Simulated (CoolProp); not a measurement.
Properties of nitrogen along the isotherm 140.4 K (Tc = 126.2 K, pc = 3.396 MPa, ω = 0.037).

Computed with CoolProp (reference Helmholtz-energy equation of state, Span 2000).

```csv
p (MPa),phase,density (kg/m³),cp (kJ/(kg K)),expansivity (1/kK),conductivity (mW/(m K)),Prandtl number
0.106,gas,2.563,1.051,7.290,13.1,0.760
0.212,gas,5.166,1.064,7.463,13.2,0.767
0.318,gas,7.809,1.077,7.644,13.3,0.775
0.424,gas,10.50,1.090,7.833,13.4,0.783
0.531,gas,13.25,1.105,8.032,13.5,0.790
0.637,gas,16.03,1.120,8.237,13.6,0.798
0.743,gas,18.85,1.135,8.451,13.7,0.807
0.849,gas,21.73,1.152,8.675,13.8,0.815
0.955,gas,24.65,1.169,8.910,14.0,0.823
1.06,gas,27.60,1.186,9.153,14.1,0.832
1.17,gas,30.76,1.206,9.421,14.2,0.842
1.27,gas,33.68,1.224,9.676,14.4,0.851
1.38,gas,36.95,1.246,9.970,14.5,0.861
1.49,gas,40.30,1.268,10.28,14.7,0.871
1.59,gas,43.41,1.290,10.58,14.9,0.881
1.7,gas,46.90,1.315,10.92,15.1,0.893
```

Viscosity comes from a separate model (Lemmon 2004). Thermal conductivity comes from a separate model (Lemmon 2004).
